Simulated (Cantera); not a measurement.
Charge: 1 mol Pb, 0.03 mol O2, 4.9 mol N2, equilibrated at 10.0 Torr.

These are equilibrium values from Cantera (NASA tables, ideal gas, pure condensed phases), not measurements of a reactor. Candidate condensed phases: Pb, PbO, PbO2, Pb3O4; 12 gas species. Mutual solubility and eutectic melting of coexisting phases are not modelled. Rates play no part.

Question: At 775 °C, list the 3 most abundant gas species with their mole fractions, and the condensed phases.

Answer: N2 0.997, Pb 0.00335, PbO 0.000105. Condensed: Pb(l) + PbO(yellow).
